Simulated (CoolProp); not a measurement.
The numbers come from the reference Helmholtz-energy equation of state, Lemmon 2016 in CoolProp.

**Question.** Give the vapour pressure (bar), enthalpy of vaporisation (kJ/kg), liquid cp (kJ/(kg K)), surface tension (mN/m) of saturated R227EA at 286.7, 299.1, 306.6 K.

**Answer.** 
```csv
T (K),p (bar),enthalpy of vaporisation (kJ/kg),liquid cp (kJ/(kg K)),surface tension (mN/m)
286.7,3.15,118,1.15,8.37
299.1,4.68,111,1.18,6.93
306.6,5.84,107,1.21,6.08
```

Surface tension comes from a separate correlation (Mulero 2012).
